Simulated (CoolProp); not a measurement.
Vapour pressure (bar) of methanol: the reference equation beside estimates from Tc = 513.4 K, pc = 82.16 bar, ω = 0.565. Clausius-Clapeyron is anchored at 244.9 K with a constant enthalpy of vaporisation of 39.76 kJ/mol.

The numbers come from the reference Helmholtz-energy equation of state, de Reuck 1993 in CoolProp.

| T (K) | reference | Lee-Kesler | Clausius-Clapeyron | van der Waals | Redlich-Kwong | Soave-Redlich-Kwong | Peng-Robinson |
|---|---|---|---|---|---|---|---|
| 235.9 | 0.002561 | 0.001258 | 0.002579 | 1.259 | 0.05306 | 0.001254 | 0.001574 |
| 244.9 | 0.005432 | 0.002985 | 0.005432 | 1.649 | 0.09433 | 0.002982 | (withheld) |
| 253.9 | 0.01087 | 0.006588 | 0.01085 | 2.119 | 0.1592 | 0.006589 | 0.007825 |
| 262.8 | 0.02052 | (withheld) | 0.02054 | (withheld) | 0.2556 | 0.01354 | 0.01571 |
| 271.8 | 0.03723 | 0.02642 | 0.03753 | 3.330 | 0.3963 | 0.02645 | 0.03008 |
| 280.8 | 0.06478 | 0.04899 | 0.06596 | 4.094 | 0.5932 | 0.04906 | 0.05477 |
| 289.7 | 0.1079 | 0.08618 | 0.1113 | 4.962 | 0.8569 | 0.08629 | 0.09477 |
| 298.7 | 0.1747 | 0.1463 | 0.1830 | 5.963 | 1.209 | 0.1464 | 0.1585 |
| 307.7 | 0.2742 | 0.2390 | 0.2923 | 7.093 | 1.664 | 0.2391 | 0.2555 |
| 316.6 | 0.4163 | 0.3754 | 0.4525 | 8.347 | 2.232 | 0.3754 | 0.3966 |
| 325.6 | 0.6188 | 0.5743 | 0.6870 | 9.760 | 2.944 | 0.5741 | 0.6005 |
| 334.6 | 0.8982 | 0.8539 | 1.020 | 11.32 | 3.814 | 0.8533 | 0.8846 |

**Question.** What belongs in the gaps?

**Answer.** 
- 244.9, Peng-Robinson: 0.003635
- 262.8, Lee-Kesler: 0.01352
- 262.8, van der Waals: 2.673

Absolute difference from the reference over all 12 rows, mean and median: Lee-Kesler 24.5 and 22.3 %, Clausius-Clapeyron 4.3 and 2.5 %, van der Waals 11795.3 and 5359.3 %, Redlich-Kwong 902.4 and 754.9 %, Soave-Redlich-Kwong 24.5 and 22.1 %, Peng-Robinson 16.3 and 13.8 %.
